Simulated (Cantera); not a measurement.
Input (Python, Cantera) and output of one run.

```python
import numpy as np
import cantera as ct

gas_names = [...]  # 109 gases of nasa_gas.yaml made of C, Cl, H, Si
cond_names = """
    C(gr) C6H6(L) C7H8(L) C8H18(L),n-octa Si(cr) Si(L) SiC(b)
""".split()


# ... load() reads the species with a 1 bar reference pressure and builds the phases ...
atoms = {
    'SiCl4': {'Si': 1, 'CL': 4},
    'CH4': {'C': 1, 'H': 4},
    'H2': {'H': 2},
}
top_T = {'C(gr)': 4500, 'SiC(b)': 3050}  # K; cautious upper limits of use, not melting points


# ... equilibrate(T, P, feed) seeds the gas with the atoms and calls Mixture.equilibrate('TP', solver="vcs", rtol=1e-11, max_steps=5000) ...
results = []
feed = {'SiCl4': 1, 'CH4': 0.075, 'H2': 7.1}  # mol
P = 330  # Pa
for T in [1425, 1525, 1625, 1725, 1825, 1925, 2025, 2125, 2225, 2325]:
    mix = equilibrate(T, P, feed)
    results.append((T, P, feed, dict(zip(mix.species_names, mix.species_moles))))

top = {s: max(r[3][s] / sum(r[3][g] for g in gas_names) for r in results) for s in gas_names}
cols = sorted((s for s in top if top[s] > 1e-06), key=lambda s: -top[s])[:7]
seen = [c for c in cond_names if any(r[3].get(c, 0) > 1e-12 for r in results)]
print("log10 of partial pressures in bar; condensed amounts in mol")
print(f"{'T/K':>10s}" + "".join(f"{s[:9]:>10s}" for s in cols + seen))
for T, P, feed, n in results:
    ng = sum(n[g] for g in gas_names)
    print(f"{T:10.4g}" + "".join(f"{np.log10(max(n[s] / ng * P / 1e5, 1e-99)):10.3f}" for s in cols)
          + "".join(f"{n.get(c, 0):10.4g}" for c in seen))
```

Result:

```
log10 of partial pressures in bar; condensed amounts in mol
       T/K        H2       HCL         H     SiCL2        CL        Si      SiCL    SiC(b)
      1425    -2.652    -3.131    -6.492    -3.515    -7.058    -9.178    -7.828     0.075
      1525    -2.655    -3.122    -5.954    -3.497    -6.516    -8.147    -7.169     0.075
      1625    -2.656    -3.119    -5.480    -3.491    -6.046    -7.241    -6.596     0.075
      1725    -2.658    -3.118    -5.060    -3.489    -5.632    -6.441    -6.092   0.07499
      1825    -2.661    -3.118    -4.687    -3.492    -5.262    -5.734    -5.648   0.07492
      1925    -2.667    -3.116    -4.353    -3.507    -4.925    -5.121    -5.267   0.07452
      2025    -2.681    -3.106    -4.056    -3.547    -4.610    -4.619    -4.962   0.07253
      2125    -2.708    -3.088    -3.794    -3.632    -4.309    -4.243    -4.751   0.06451
      2225    -2.749    -3.075    -3.563    -3.778    -4.029    -3.980    -4.632   0.02717
      2325    -2.803    -3.083    -3.360    -3.998    -3.783    -3.805    -4.599         0
```

Cantera equilibrium calculation (NASA polynomials, part measured and part estimated; ideal gas, pure solids and liquids). The tables' values for SiCl, SiCl3 are old estimates; treat these amounts as uncertain. Gases not in the tables: Si2H6 and higher silanes.
